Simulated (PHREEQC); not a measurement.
Synthetic water in mg/kgw, 20 °C, pH 8.62:

| constituent | mg/kgw |
|---|---|
| Na | 6320 |
| K | 340 |
| Ca | 109 |
| Mg | 240 |
| Cl | 9460 |
| S(6) as SO4 | 927 |
| Alkalinity as HCO3 | 27.4 |
| B | 0.662 |

Valence states are taken as typed.

Computed with PHREEQC (Pitzer model, pitzer.dat).

This is a speciation only: nothing precipitates in the calculation.

Order these C species by the share of C that they hold, largest first: HCO3-, MgCO3, CO3-2, CO2.

HCO3- (91 %), CO3-2 (6.6 %), MgCO3 (2.5 %), CO2 (0.36 %)

Order these B species by the share of B that they hold, largest first: B(OH)4-, MgB(OH)4+, B(OH)3, CaB(OH)4+.

B(OH)3 (69 %), B(OH)4- (29 %), MgB(OH)4+ (1.6 %), CaB(OH)4+ (0.74 %)

The pH is 8.62 and the ionic strength 0.320 mol/kgw.
